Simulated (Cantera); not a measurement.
What does this Cantera script print?

```python
import numpy as np
import cantera as ct

gas_names = """
    AL ALH ALO ALOH ALO2 ALO2H AL2 AL2O AL2O2 H HALO HO2 H2 H2O H2O2 O OH O2 O3
""".split()
cond_names = """
    AL(cr) AL(L) AL2O3(a) AL2O3(L) H2O(s) H2O(L)
""".split()


# ... load() reads the species with a 1 bar reference pressure and builds the phases ...
atoms = {
    'Al2O3': {'AL': 2, 'O': 3},
    'H2': {'H': 2},
}
top_T = {}  # K; cautious upper limits of use, not melting points


# ... equilibrate(T, P, feed) seeds the gas with the atoms and calls Mixture.equilibrate('TP', solver="vcs", rtol=1e-11, max_steps=5000) ...
results = []
feed = {'Al2O3': 1, 'H2': 260}  # mol
T = 725  # K
P = 1333.22  # Pa
mix = equilibrate(T, P, feed)
results.append((T, P, feed, dict(zip(mix.species_names, mix.species_moles))))
x = sorted(zip(gas.X, gas.species_names), reverse=True)
print(f"T = {T:g} K  P = {P:g} Pa  gas = {mix.phase_moles(0):.4g} mol")
print("   x: " + "  ".join(f"{s} {v:.3e}" for v, s in x if v > 1e-05))
print("   condensed (mol): " + ("  ".join(f"{mix.phase(i).name} {mix.phase_moles(i):.4g}"
      for i in range(1, mix.n_phases) if mix.phase_moles(i) > 1e-12) or "none"))
```

Result:

```
T = 725 K  P = 1333.22 Pa  gas = 260 mol
   x: H2 1.000e+00
   condensed (mol): AL2O3(a) 1
```

Cantera equilibrium calculation (NASA polynomials, part measured and part estimated; ideal gas, pure solids and liquids).
